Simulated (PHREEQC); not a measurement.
**Nickel, zinc or cadmium bath**

Solution (47 °C): 0.013 mol/kgw CdSO4, 0.0012 mol/kgw H3BO3 and 0.002 mol/kgw HCl. Closed to the air; pH follows from the charge balance.

The numbers come from PHREEQC with the ion-association model, wateq4f.dat.

Each row changes one thing in this solution. No solid was allowed to form.

```csv
case,pH,ionic strength (mol/kgw),Cd+2 (mol/kgw),SO4-2 (mol/kgw),CdSO4 (mol/kgw),Cl- (mol/kgw),SI of CdOHCl (CdOHCl)
as made,2.97,0.0322,0.00765,0.00714,0.00447,0.00144,-5.52
temperature from 47 to 90 °C,?,0.0311,0.00763,0.00668,0.00455,0.00142,?
H3BO3 left out,2.97,0.0322,0.00765,0.00714,0.00447,0.00144,-5.52
CdSO4 from 0.013 to 0.065 mol/kgw,3.17,?,0.0310,0.0244,0.0266,0.000984,-5.10
temperature from 47 to 20 °C,?,0.0333,0.00781,0.00747,0.00428,0.00145,?
H3BO3 from 0.0012 to 0.0018 mol/kgw,2.97,0.0322,0.00765,0.00714,0.00447,0.00144,-5.52
```

**Question.** Fill in the missing entries.

**Answer.** 
- temperature from 47 to 90 °C, pH: 3.21
- temperature from 47 to 90 °C, SI of CdOHCl (CdOHCl): -4.72
- CdSO4 from 0.013 to 0.065 mol/kgw, ionic strength (mol/kgw): 0.126
- temperature from 47 to 20 °C, pH: 2.89
- temperature from 47 to 20 °C, SI of CdOHCl (CdOHCl): -6.04

At this temperature some constants are extrapolated from 25 °C, and those without enthalpy data are left unchanged.
